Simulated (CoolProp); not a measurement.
Properties of dodecamethylcyclohexasiloxane (D6) along the isobar 0.101 MPa (Tc = 645.8 K, pc = 0.9614 MPa, ω = 0.736).

The numbers come from the reference Helmholtz-energy equation of state, Colonna 2008 in CoolProp. It is a short technical equation, of lower accuracy than the large ones.

```json
[
 {"T (K)": "374.5", "phase": "liquid", "density (kg/m³)": "884.0", "cp (kJ/(kg K))": "1.722", "cv (kJ/(kg K))": "1.558", "isothermal compressibility (1/MPa)": "0.004186", "expansivity (1/kK)": "1.273"},
 {"T (K)": "389.1", "phase": "liquid", "density (kg/m³)": "867.4", "cp (kJ/(kg K))": "1.752", "cv (kJ/(kg K))": "1.586", "isothermal compressibility (1/MPa)": "0.004638", "expansivity (1/kK)": "1.311"},
 {"T (K)": "403.8", "phase": "liquid", "density (kg/m³)": "850.6", "cp (kJ/(kg K))": "1.783", "cv (kJ/(kg K))": "1.614", "isothermal compressibility (1/MPa)": "0.005164", "expansivity (1/kK)": "1.355"},
 {"T (K)": "418.4", "phase": "liquid", "density (kg/m³)": "833.7", "cp (kJ/(kg K))": "1.814", "cv (kJ/(kg K))": "1.642", "isothermal compressibility (1/MPa)": "0.005774", "expansivity (1/kK)": "1.405"},
 {"T (K)": "433", "phase": "liquid", "density (kg/m³)": "816.4", "cp (kJ/(kg K))": "1.844", "cv (kJ/(kg K))": "1.670", "isothermal compressibility (1/MPa)": "0.006495", "expansivity (1/kK)": "1.463"},
 {"T (K)": "447.6", "phase": "liquid", "density (kg/m³)": "798.8", "cp (kJ/(kg K))": "1.875", "cv (kJ/(kg K))": "1.697", "isothermal compressibility (1/MPa)": "0.007356", "expansivity (1/kK)": "1.530"},
 {"T (K)": "462.3", "phase": "liquid", "density (kg/m³)": "780.6", "cp (kJ/(kg K))": "1.906", "cv (kJ/(kg K))": "1.723", "isothermal compressibility (1/MPa)": "0.008410", "expansivity (1/kK)": "1.610"},
 {"T (K)": "476.9", "phase": "liquid", "density (kg/m³)": "761.9", "cp (kJ/(kg K))": "1.937", "cv (kJ/(kg K))": "1.749", "isothermal compressibility (1/MPa)": "0.009704", "expansivity (1/kK)": "1.705"},
 {"T (K)": "491.5", "phase": "liquid", "density (kg/m³)": "742.6", "cp (kJ/(kg K))": "1.968", "cv (kJ/(kg K))": "1.774", "isothermal compressibility (1/MPa)": "0.01134", "expansivity (1/kK)": "1.820"},
 {"T (K)": "506.2", "phase": "liquid", "density (kg/m³)": "722.2", "cp (kJ/(kg K))": "2.000", "cv (kJ/(kg K))": "1.799", "isothermal compressibility (1/MPa)": "0.01347", "expansivity (1/kK)": "1.965"},
 {"T (K)": "520.8", "phase": "gas", "density (kg/m³)": "11.46", "cp (kJ/(kg K))": "1.798", "cv (kJ/(kg K))": "1.770", "isothermal compressibility (1/MPa)": "11.02", "expansivity (1/kK)": "2.623"},
 {"T (K)": "535.4", "phase": "gas", "density (kg/m³)": "11.04", "cp (kJ/(kg K))": "1.824", "cv (kJ/(kg K))": "1.797", "isothermal compressibility (1/MPa)": "10.89", "expansivity (1/kK)": "2.476"},
 {"T (K)": "550", "phase": "gas", "density (kg/m³)": "10.66", "cp (kJ/(kg K))": "1.849", "cv (kJ/(kg K))": "1.823", "isothermal compressibility (1/MPa)": "10.79", "expansivity (1/kK)": "2.350"}
]
```
